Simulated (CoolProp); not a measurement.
The fluid at 582.88 K and 0.744 MPa (stagnation) flows isentropically through a choked orifice. The same conditions are run with several fluids, on thermodynamics alone (safety and materials aside).

Values from CoolProp's reference Helmholtz-energy equation of state of each fluid (hexamethyldisiloxane (MM): Thol 2016; n-nonane: Lemmon 2006; carbon dioxide: Span 1996; hydrogen sulfide: Lemmon 2006; methanol: de Reuck 1993).

Task: Rank hexamethyldisiloxane (MM), n-nonane, carbon dioxide, hydrogen sulfide, methanol by throat to inlet pressure ratio, highest first.

Result: n-nonane (0.619), hexamethyldisiloxane (MM) (0.613), methanol (0.575), carbon dioxide (0.559), hydrogen sulfide (0.548)

```csv
fluid,mass flux (kg/(m² s)),throat temperature (K)
hexamethyldisiloxane (MM),2700,574.8
n-nonane,2420,574.4
carbon dioxide,1470,524.6
hydrogen sulfide,1310,510.6
methanol,1230,542.7
```
